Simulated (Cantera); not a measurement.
A freely propagating, adiabatic, planar premixed flame of 25.5 % H2, 16.1 % O2, 53.3 % N2, 5.10 % H2O, unburnt at 323 K and 97.5 Torr; mixture-averaged transport, grid criteria slope 0.08 and curve 0.16, no radiation.

Model: the H2/O2 subset of GRI-Mech 3.0, which has no nitrogen chemistry, integrated in Cantera. Burning velocities carry a grid error of a few per cent, more on coarse grids.

Problem. Predict: laminar burning velocity; thermal thickness; peak x(O); peak x(HO2); peak x(H).

Solution. 
```
Item                         Value
------------------------  --------
laminar burning velocity  189 cm/s
thermal thickness          4.59 mm
peak x(O)                   0.0125
peak x(HO2)               0.000163
peak x(H)                   0.0482
```
